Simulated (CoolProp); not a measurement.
A simple Rankine cycle with R123: condensing at 314.15 K, boiler at 1.2 MPa, turbine inlet 395.4 K, turbine efficiency 0.9, pump efficiency 0.7, no recuperator. Each further row changes one setting.

Model: reference Helmholtz-energy equation of state, Younglove 1994, in CoolProp. It is a modified Benedict-Webb-Rubin equation, recast in Helmholtz form.

```
case                             thermal efficiency (%)  net work (kJ/kg)  heat in (kJ/kg)  turbine exit temperature (K)  volume ratio over the turbine
-------------------------------  ----------------------  ----------------  ---------------  ----------------------------  -----------------------------
as stated                                          14.5              30.2              209                         333.8                           7.86
turbine inlet 415.4 K                              14.5              33.0                ?                         355.1                              ?
condensing temperature 306.15 K                    15.8              34.3              217                             ?                           10.2
boiler pressure 0.84 MPa                              ?                 ?              216                             ?                              ?
turbine efficiency 0.8                             12.8              26.8              209                         338.5                           7.99
```

**Question.** Fill in the missing entries.

**Answer.** 
- turbine inlet 415.4 K, heat in (kJ/kg): 228
- turbine inlet 415.4 K, volume ratio over the turbine: 7.57
- condensing temperature 306.15 K, turbine exit temperature (K): 327.1
- boiler pressure 0.84 MPa, thermal efficiency (%): 12.4
- boiler pressure 0.84 MPa, net work (kJ/kg): 26.7
- boiler pressure 0.84 MPa, turbine exit temperature (K): 347.6
- boiler pressure 0.84 MPa, volume ratio over the turbine: 5.21
